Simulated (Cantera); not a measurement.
An isothermal, constant-pressure homogeneous reactor starts with 22.2 % CH4, 71.1 % H2O, 6.67 % H2, at 1425 K and 5.00 bar.

Detailed kinetics in Cantera: GRI-Mech 3.0 (53 species, 325 reactions).

### Question
Predict: x(CH4) at 70.0 s; x(H2O) at 70.0 s; x(H2) at 70.0 s; x(C2H2) at 70.0 s.

### Answer
- x(CH4) at 70.0 s = 0.0766 (gas-phase equilibrium 1.74e-5)
- x(H2O) at 70.0 s = 0.441 (gas-phase equilibrium 0.308)
- x(H2) at 70.0 s = 0.383 (gas-phase equilibrium 0.539)
- x(C2H2) at 70.0 s = 0.00104 (gas-phase equilibrium 1.98e-11)
